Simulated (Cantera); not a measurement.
# Equilibrium for titanium nitride, carbide and oxide coatings: Ti(OiPr)4 + H2 + H2O

A closed system holds: 1 mol Ti(OiPr)4, a varied amount of H2, 15 mol H2O, held at 1848.15 K and 10000 Pa.

These are equilibrium values from Cantera (NASA tables, ideal gas, pure condensed phases), not measurements of a reactor. Candidate condensed phases: C, C6H6, C7H8, C8H18, H2O, Ti, TiC, TiO, TiO2, Ti2O3, Ti3O5, Ti4O7; 113 gas species. The feed counts by its element totals alone. Condensed phases not in the tables: Magnéli phases beyond Ti4O7. Gases not in the tables: TiO(OH)2. The numbers say what is thermodynamically allowed, not how fast it happens.

```
n(H2) (mol)  log p H2  log p CO  log p H2O  log p CO2  log p H  n TiO2(rutile)  n Ti4O7(s)
-----------  --------  --------  ---------  ---------  -------  --------------  ----------
2.2             -1.21     -1.57      -1.98      -2.95    -3.88           1.000           0
3               -1.21     -1.58      -1.99      -2.97    -3.88           1.000           0
4.1             -1.20     -1.59      -2.00      -2.99    -3.87           1.000           0
5.5             -1.19     -1.60      -2.01      -3.02    -3.87           1.000           0
7.4             -1.18     -1.62      -2.02      -3.07    -3.87           1.000           0
10              -1.17     -1.64      -2.04      -3.12    -3.86           1.000           0
14              -1.16     -1.68      -2.05      -3.17    -3.86               0       0.250
18              -1.15     -1.70      -2.08      -3.24    -3.85               0       0.250
25              -1.13     -1.75      -2.12      -3.35    -3.84               0       0.250
34              -1.11     -1.81      -2.18      -3.47    -3.83               0       0.250
45              -1.10     -1.86      -2.23      -3.60    -3.82               0       0.250
61              -1.08     -1.94      -2.30      -3.76    -3.82               0       0.250
```
log p: log10 of the partial pressure in bar; n: condensed amount in mol.

From 2.2 mol H2 to 10 mol H2 the condensed part is TiO2(rutile). From 14 mol H2 to 61 mol H2 the condensed part is Ti4O7(s).
